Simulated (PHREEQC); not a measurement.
Make-up at 25 °C: 0.0047 mol/kgw Cu(BF4)2 and 0.012 mol/kgw HNO3. Closed to the air; pH follows from the charge balance.

The numbers come from PHREEQC with the ion-association model, phreeqc.dat.

Each row changes one thing in this solution. Precipitation was switched off in this run.

| case | pH | ionic strength (mol/kgw) |
|---|---|---|
| as made | 2.01 | 0.0251 |
| diluted 2-fold with water | 2.30 | 0.0126 |
| Cu(BF4)2 left out | 1.96 | 0.0120 |
| temperature from 25 to 50 °C | 2.04 | 0.0245 |
| temperature from 25 to 65 °C | 2.06 | 0.0239 |
| HNO3 left out | 2.94 | 0.0152 |
| Cu(BF4)2 replaced by H2SiF6 at the same molality | 1.75 | 0.0240 |

Some of these states are supersaturated (in Quartz (slow to form), Chalcedony (slow to form), for instance). Away from 25 °C the constants follow the database's enthalpies or fits; those with neither stay at their 25 °C values. Real BF4- forms and hydrolyses slowly; the run takes it at equilibrium.
